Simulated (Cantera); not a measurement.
Cantera run, input and output.

```python
import numpy as np
import cantera as ct

gas = ct.Solution("gri30.yaml")
gas.TPX = 598, 44000, {'CO': 1, 'H2': 0.096, 'CH4': 0.19, 'O2': 0.714, 'N2': 2.68, 'H2O': 0.36}
inlet = ct.Reservoir(gas, clone=True)
gas.equilibrate("HP")  # start burning
reactor = ct.IdealGasConstPressureReactor(gas, energy="on", clone=False)
exhaust = ct.Reservoir(gas, clone=True)
tau = [0.03, 0.015, 0.0072, 0.0035, 0.0017, 0.00084, 0.00041, 0.0002, 0.0001, 4.9e-05, 2.4e-05][0]
for a, b in ((inlet, reactor), (reactor, exhaust)):
    ct.MassFlowController(a, b, mdot=lambda t: reactor.mass / tau)
net = ct.ReactorNet([reactor])
show = ['CO', 'H2', 'CH4', 'O', 'H']

rows = []
print(f"{'tau/s':>10s}{'T/K':>9s}" + "".join(f"{s:>11s}" for s in show))
for tau in [0.03, 0.015, 0.0072, 0.0035, 0.0017, 0.00084, 0.00041, 0.0002, 0.0001, 4.9e-05, 2.4e-05]:
    net.initial_time = 0.0
    net.advance(30 * tau)
    before = gas.X
    net.advance(40 * tau)
    drift = np.max(np.abs(gas.X - before) / (gas.X + 1e-9))
    rows.append([gas.T, *gas[show].X, drift])
    print(f"{tau:10.3e}{gas.T:9.1f}" + "".join(f"{x:11.3e}" for x in gas[show].X))
```

It prints:

```
     tau/s      T/K         CO         H2        CH4          O          H
 3.000e-02   2229.2  8.847e-02  1.566e-02  3.815e-06  1.351e-03  4.613e-03
 1.500e-02   2180.4  9.140e-02  1.669e-02  6.086e-06  1.994e-03  6.222e-03
 7.200e-03   2113.9  9.500e-02  1.809e-02  1.022e-05  2.960e-03  8.705e-03
 3.500e-03   2035.8  9.862e-02  1.965e-02  1.771e-05  4.199e-03  1.211e-02
 1.700e-03   1947.7  1.020e-01  2.121e-02  3.231e-05  5.671e-03  1.655e-02
 8.400e-04   1855.0  1.053e-01  2.248e-02  6.174e-05  7.195e-03  2.169e-02
 4.100e-04   1756.0  1.100e-01  2.314e-02  1.295e-04  8.585e-03  2.688e-02
 2.000e-04   1650.0  1.200e-01  2.262e-02  3.114e-04  9.320e-03  2.959e-02
 1.000e-04   1514.6  1.471e-01  2.056e-02  1.065e-03  7.732e-03  2.337e-02
 4.900e-05    598.0  1.984e-01  1.905e-02  3.770e-02  8.049e-17  1.967e-18
 2.400e-05    598.0  1.984e-01  1.905e-02  3.770e-02  4.447e-17  9.468e-19
```

Computed with Cantera and GRI-Mech 3.0 (53 species, 325 reactions).
